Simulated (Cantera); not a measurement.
Gas mixture: 28.9 % C3H8, 21.5 % N2, 38.0 % CH4, 11.6 % C2H4, at 0.000160 bar, frozen composition.

Cantera's kinetic-theory transport with the Lennard-Jones parameters of GRI-Mech 3.0, ideal gas; thermal conductivity in the mixture-averaged form. The composition is frozen, though it would react at the higher temperatures.

One state of this run: ρ (kg/m³) = 6.76e-5; cp (J/kg/K) = 3043; μ (µPa s) = 24.3; λ (mW/m/K) = 94.7; Pr = 0.781; D (cm²/s) C2H2 = 4920; D (cm²/s) H = 33400; D (cm²/s) OH = 8760. D: mixture-averaged diffusion coefficient of that species in the mixture.

Q: Which value of T (K) does it belong to?
(A) 1400
(B) 400
(C) 800
(D) 1000

A: C, 800
